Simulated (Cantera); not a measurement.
Charge: 1 mol CF4, a varied amount of Si, equilibrated at 1300 Pa.

Equilibrium computed with Cantera from the NASA thermochemical tables; the gas is ideal and each condensed phase is pure. Candidate condensed phases: C, Si, SiC; 23 gas species. The tables' values for SiF2, SiF3 are old estimates. The numbers say what is thermodynamically allowed, not how fast it happens.

**Question.** What condenses at these points (T in K, n(Si) in mol): (2775, 0.19); (2375, 0.11); (2475, 0.052); (2475, 0.16); (2475, 0.079)?

**Answer.** 
| T (K) | n(Si) in mol | condensed phases | Si condensed (%) |
|---|---|---|---|
| 2775 | 0.19 | C | 0.0 |
| 2375 | 0.11 | gas only | 0.0 |
| 2475 | 0.052 | gas only | 0.0 |
| 2475 | 0.16 | gas only | 0.0 |
| 2475 | 0.079 | gas only | 0.0 |
